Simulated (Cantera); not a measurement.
An adiabatic, constant-pressure homogeneous reactor starts with CH₃OH : O₂ : N₂ = 1 : 3.26 : 12.3 (molar parts), equivalence ratio 0.46, at 1723 K and 4.54 atm.

Detailed kinetics in Cantera: GRI-Mech 3.0 (53 species, 325 reactions). GRI-Mech 3.0 was tuned for natural gas; its chemistry of methanol as a main component is partial and can be far from experiment.

Predict: time of steepest temperature rise; temperature at 7.00 s; equilibrium temperature; x(O₂) at 7.00 s; x(CO) at 7.00 s; x(CO₂) at 7.00 s; x(N₂O) at 7.00 s.


```json
{
 "time_of_steepest_temperature_rise": "14.6 µs",
 "temperature at 7.00 s": "2576 K",
 "equilibrium_temperature": "2576 K",
 "x(O₂) at 7.00 s": "0.0930 (gas-phase equilibrium 0.0930)",
 "x(CO) at 7.00 s": "0.00449 (gas-phase equilibrium 0.00449)",
 "x(CO₂) at 7.00 s": "0.0537 (gas-phase equilibrium 0.0537)",
 "x(N₂O) at 7.00 s": "1.87e-6 (gas-phase equilibrium 1.87e-6)"
}
```
